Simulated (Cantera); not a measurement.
A freely propagating, adiabatic, planar premixed flame of CH4 : H2 : O2 : N2 : H2O = 1 : 0.19 : 1.5 : 5.84 : 0.22 (molar parts), equivalence ratio 1.4, unburnt at 523 K and 660000 Pa; mixture-averaged transport, grid criteria slope 0.08 and curve 0.16, no radiation.

Detailed kinetics in Cantera: GRI-Mech 3.0 (53 species, 325 reactions). Burning velocities carry a grid error of a few per cent, more on coarse grids.

Question: What does this change do: inlet temperature 523 to 700 K?

Answer: 
```csv
quantity,before,after
laminar burning velocity,21.1 cm/s,47.0 cm/s
thermal thickness,0.202 mm,0.136 mm
peak x(C2H2),0.00247,0.00226
peak x(H),0.000639,0.00144
```
